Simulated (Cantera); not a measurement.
A perfectly stirred reactor is fed with CH₄ : O₂ : N₂ = 0.0095 : 0.0049 : 1 (molar parts), equivalence ratio 3.9, at 930000 Pa; it is held at 1350 K, and followed from long to short residence time.

Detailed kinetics in Cantera: GRI-Mech 3.0 (53 species, 325 reactions).

Question: What does this change do: N2 1 to 0.15 parts?

Answer: 
```csv
quantity,before,after
x(CH₄) at τ = 0.970 s,0.00503,0.0305
x(O₂) at τ = 0.970 s,0.000614,0.00124
x(N₂O) at τ = 0.970 s,4.47e-9,5.83e-9
x(CH₂) at τ = 0.970 s,5.09e-10,7.43e-10
x(C₂H₆) at τ = 0.970 s,3.12e-5,0.000112
x(CH₄) at τ = 11.0 ms,0.00931,0.0497
x(O₂) at τ = 11.0 ms,0.00481,0.0240
x(N₂O) at τ = 11.0 ms,5.98e-10,2.75e-8
x(CH₂) at τ = 11.0 ms,3.43e-12,4.77e-10
x(C₂H₆) at τ = 11.0 ms,1.43e-5,0.000755
```
The temperature is held fixed by assumption; the heat of reaction is taken as removed at once.

Question: What does this change do: temperature 1350 to 1000 K?

Answer: 
| quantity | before | after |
|---|---|---|
| x(CH₄) at τ = 0.970 s | 0.00503 | 0.00936 |
| x(O₂) at τ = 0.970 s | 0.000614 | 0.00483 |
| x(N₂O) at τ = 0.970 s | 4.47e-9 | 1.52e-11 |
| x(CH₂) at τ = 0.970 s | 5.09e-10 | <1e-12 |
| x(C₂H₆) at τ = 0.970 s | 3.12e-5 | 8.07e-7 |
| x(CH₄) at τ = 11.0 ms | 0.00931 | 0.00937 |
| x(O₂) at τ = 11.0 ms | 0.00481 | 0.00483 |
| x(N₂O) at τ = 11.0 ms | 5.98e-10 | <1e-12 |
| x(CH₂) at τ = 11.0 ms | 3.43e-12 | <1e-12 |
| x(C₂H₆) at τ = 11.0 ms | 1.43e-5 | 3.00e-10 |

Question: What does this change do: pressure from 930000 Pa to 700000 Pa?

Answer: 
| quantity | before | after |
|---|---|---|
| x(CH₄) at τ = 0.970 s | 0.00503 | 0.00500 |
| x(O₂) at τ = 0.970 s | 0.000614 | 0.000701 |
| x(N₂O) at τ = 0.970 s | 4.47e-9 | 4.16e-9 |
| x(CH₂) at τ = 0.970 s | 5.09e-10 | 6.38e-10 |
| x(C₂H₆) at τ = 0.970 s | 3.12e-5 | 3.39e-5 |
| x(CH₄) at τ = 11.0 ms | 0.00931 | 0.00932 |
| x(O₂) at τ = 11.0 ms | 0.00481 | 0.00481 |
| x(N₂O) at τ = 11.0 ms | 5.98e-10 | 3.86e-10 |
| x(CH₂) at τ = 11.0 ms | 3.43e-12 | 3.25e-12 |
| x(C₂H₆) at τ = 11.0 ms | 1.43e-5 | 1.07e-5 |
